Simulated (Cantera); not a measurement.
An isothermal, constant-pressure homogeneous reactor starts with C2H6 : N2 = 1 : 2.9 (molar parts), at 1525 K and 100.0 Torr. Integrator tolerance rtol = 1e-08.

Cantera simulation using GRI-Mech 3.0 (53 species, 325 reactions); the numbers are that mechanism's predictions, not measurements. GRI-Mech 3.0 stops at C3 and has no aromatics, soot or wall deposition, so with more carbon than oxygen in the feed, carbon stays in small species such as C2H2 where larger ones or solid carbon would form.

Task: What does this change do: pressure from 100.0 Torr to 135 Torr?

Result: 
| quantity | before | after |
|---|---|---|
| x(C2H6) at 4.00 s | 4.37e-6 (gas-phase equilibrium 3.43e-7) | 4.03e-6 (gas-phase equilibrium 6.11e-7) |
| x(H) at 4.00 s | 2.98e-5 (gas-phase equilibrium 3.76e-5) | 2.69e-5 (gas-phase equilibrium 3.22e-5) |
| x(C2H2) at 4.00 s | 0.159 (gas-phase equilibrium 0.111) | 0.159 (gas-phase equilibrium 0.110) |
| x(HCN) at 4.00 s | 9.67e-8 (gas-phase equilibrium 0.112) | 8.23e-8 (gas-phase equilibrium 0.111) |
| x(C2H4) at 4.00 s | 0.00147 (gas-phase equilibrium 0.00108) | 0.00198 (gas-phase equilibrium 0.00144) |
| x(CH4) at 4.00 s | 0.0293 (gas-phase equilibrium 0.00551) | 0.0268 (gas-phase equilibrium 0.00734) |
| x(CH3) at 4.00 s | 5.82e-5 (gas-phase equilibrium 1.26e-5) | 4.75e-5 (gas-phase equilibrium 1.45e-5) |

Task: What does this change do: N2 2.9 to 2.2 parts?

Result: 
| quantity | before | after |
|---|---|---|
| x(C2H6) at 4.00 s | 4.37e-6 (gas-phase equilibrium 3.43e-7) | 5.02e-6 (gas-phase equilibrium 5.25e-7) |
| x(H) at 4.00 s | 2.98e-5 (gas-phase equilibrium 3.76e-5) | 3.20e-5 (gas-phase equilibrium 4.00e-5) |
| x(C2H2) at 4.00 s | 0.159 (gas-phase equilibrium 0.111) | 0.180 (gas-phase equilibrium 0.133) |
| x(HCN) at 4.00 s | 9.67e-8 (gas-phase equilibrium 0.112) | 7.13e-8 (gas-phase equilibrium 0.112) |
| x(C2H4) at 4.00 s | 0.00147 (gas-phase equilibrium 0.00108) | 0.00190 (gas-phase equilibrium 0.00147) |
| x(CH4) at 4.00 s | 0.0293 (gas-phase equilibrium 0.00551) | 0.0334 (gas-phase equilibrium 0.00726) |
| x(CH3) at 4.00 s | 5.82e-5 (gas-phase equilibrium 1.26e-5) | 6.26e-5 (gas-phase equilibrium 1.57e-5) |
